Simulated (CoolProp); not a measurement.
Vapour-liquid equilibrium of sulfur dioxide (1) + toluene (2) at 0.356 MPa; x and y are mole fractions of (1).

Model: multi-fluid Helmholtz-energy mixture model, Gao 2016 and Lemmon 2006; pair parameters Bell 2016, in CoolProp.

| x | bubble temperature (K) | y at the bubble point | dew temperature at overall composition x (K) | liquid density (mol/L) |
|---|---|---|---|---|
| 0.05 | 409.3 | 0.446 | (withheld) | 8.407 |
| 0.125 | 379.1 | 0.766 | 428.6 | 9.187 |
| 0.2 | 358.0 | 0.888 | 424.6 | 9.922 |
| 0.275 | 343.1 | 0.940 | 420.3 | 10.65 |
| 0.35 | 332.2 | 0.964 | 415.7 | 11.39 |
| 0.425 | 324.0 | 0.977 | 410.8 | 12.17 |
| 0.5 | 317.6 | 0.985 | 405.3 | 13.00 |
| 0.575 | 312.5 | (withheld) | 399.3 | 13.91 |
| 0.65 | 308.4 | 0.993 | 392.4 | 14.90 |
| 0.725 | 305.0 | 0.995 | 384.3 | (withheld) |
| 0.8 | 302.0 | 0.997 | 374.3 | 17.24 |
| 0.875 | 299.3 | 0.998 | 360.9 | 18.64 |
| 0.95 | 296.9 | 0.999 | 339.0 | 20.25 |

**Question.** Complete the blanks.

**Answer.** 
- 0.05, dew temperature at overall composition x (K): 432.4
- 0.575, y at the bubble point: 0.990
- 0.725, liquid density (mol/L): 16.00

No azeotrope shows between x = 0.05 and 0.95.

Pair parameters are fitted to limited data, so mixtures are less certain than the pure fluids.
